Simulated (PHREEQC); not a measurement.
Solution (25 °C): 0.0019 mol/kgw KOH, 0.3 mol/kgw Al(NO3)3 and 0.13 mol/kgw CuSO4. Closed to the air; pH follows from the charge balance.

The numbers come from PHREEQC with the ion-association model, phreeqc.dat.

Precipitation was switched off in this run.

Problem. Order these S species by the share of S that they hold, largest first: CuSO4, AlSO4+, Al(SO4)2-, SO4-2.

Solution. AlSO4+ (77 %), SO4-2 (10 %), Al(SO4)2- (8.2 %), CuSO4 (4.1 %)

The pH is 3.53 and the ionic strength 1.65 mol/kgw. Saturation is exceeded, for instance for Gibbsite (slow to form); the values hold only as long as no solid forms. Ionic strength above about 0.7 mol/kgw puts this run outside the model's range.
